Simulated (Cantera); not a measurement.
An adiabatic, constant-volume homogeneous reactor starts with CH4 : C2H6 : O2 : N2 = 1 : 0.083 : 1.64 : 6.15 (molar parts), equivalence ratio 1.4, at 1200 K and 74000 Pa.

Detailed kinetics in Cantera: GRI-Mech 3.0 (53 species, 325 reactions).

Problem. Predict: time of steepest temperature rise; temperature at 7.00 s; equilibrium temperature; x(O2) at 7.00 s; x(HO2) at 7.00 s.

Solution. 
```
Item                                                                Result
---------------------------------  ---------------------------------------
time of steepest temperature rise                                  9.91 ms
temperature at 7.00 s                                               2816 K
equilibrium temperature                                             2816 K
x(O2) at 7.00 s                    0.00227 (gas-phase equilibrium 0.00227)
x(HO2) at 7.00 s                   1.48e-6 (gas-phase equilibrium 1.48e-6)
```
